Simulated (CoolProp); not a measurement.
A closed Brayton cycle with carbon dioxide: compressor inlet 309.15 K and 7.7 MPa, high pressure 15.8 MPa, turbine inlet 895 K, compressor efficiency 0.85, turbine efficiency 0.9, recuperator effectiveness 0.9 (on enthalpy, no pinch check). Each further row changes one setting.

Model: reference Helmholtz-energy equation of state, Span 1996, in CoolProp.

| case | thermal efficiency (%) | net work (kJ/kg) | compressor to turbine work | compressor exit (K) | turbine exit (K) |
|---|---|---|---|---|---|
| as stated | ? | 78.9 | 0.25 | 358.4 | 804.1 |
| turbine inlet 845 K | 31.9 | 72.6 | ? | 358.4 | 757.4 |
| compressor inlet 319.15 K | ? | 71.3 | 0.32 | ? | 804.1 |
| high pressure 13.4 MPa | 29.8 | ? | ? | ? | 824.5 |
| recuperator effectiveness 0.5 | 17.6 | 78.9 | 0.25 | 358.4 | 804.1 |

### Question
Complete the blanks.

### Answer

- as stated, thermal efficiency (%): 33.0
- turbine inlet 845 K, compressor to turbine work: 0.26
- compressor inlet 319.15 K, thermal efficiency (%): 32.9
- compressor inlet 319.15 K, compressor exit (K): 378.1
- high pressure 13.4 MPa, net work (kJ/kg): 62.6
- high pressure 13.4 MPa, compressor to turbine work: 0.24
- high pressure 13.4 MPa, compressor exit (K): 347.0
